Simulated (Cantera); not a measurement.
Feed: 1 mol Pb, 0.32 mol H2O, 8.2 mol CO, at 825 °C and 0.0100 bar.

These are equilibrium values from Cantera (NASA tables, ideal gas, pure condensed phases), not measurements of a reactor. Candidate condensed phases: C, C6H6, C7H8, C8H18, H2O, Pb, PbO, PbO2, Pb3O4; 113 gas species. Equilibrium is a limit: real reactors are often held back by kinetics, nucleation or transport.

Base state: CO 0.915, CO2 0.0357, H2 0.0357, Pb 0.0117, H2O 0.00140 (mole fractions); condensed: Pb(l).

**Question.** What changes in the equilibrium state with this change: temperature from 825 °C to 1077 °C?

**Answer.** 
| species | before | after |
|---|---|---|
| CO | 0.915 | 0.830 |
| Pb | 0.0117 | 0.105 |
| CO2 | 0.0357 | 0.0313 |
| H2 | 0.0357 | 0.0313 |
| H2O | 0.00140 | 0.00232 |
| Pb(l), mol | 0.899 | 0 |
